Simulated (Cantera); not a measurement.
Input: 1 mol TiC, 0.028 mol C, 0.35 mol H₂, held at 1773 K and 1.00 bar.

Cantera equilibrium calculation (NASA polynomials, part measured and part estimated; ideal gas, pure solids and liquids). Candidate condensed phases: C, C₆H₆, C₇H₈, C₈H₁₈, Ti, TiC; 77 gas species. TiC: taken at fixed stoichiometry. Rates play no part.

Base state: H₂ 0.999, CH₄ 0.000841, H 0.000284, C₂H₂ (acetylene) 0.000140 (mole fractions); condensed: C(graphite) + TiC(s).

What changes in the equilibrium state with this change: TiC replaced by SiO₂?


```tsv
species	before	after
H₂	0.999	0.935
CO	0	0.0536
SiO	0	0.0114
H₂O	0	0.000105
C₂H₂ (acetylene)	0.000140	3.15e-6
CH₄	0.000841	0.000114
C(graphite), mol	0.0276	0
TiC(s), mol	1.00	0
SiC(s), mol	0	0.00791
SiO₂(condensed), mol	0	0.988
```
Mutual solubility and eutectic melting of coexisting phases are not modelled. The tables hold silica as quartz up to 1696 K and as liquid above; real silica turns to tridymite and cristobalite and melts near 1996 K. Further candidate phases: H₂O, Si, SiC, SiO₂.
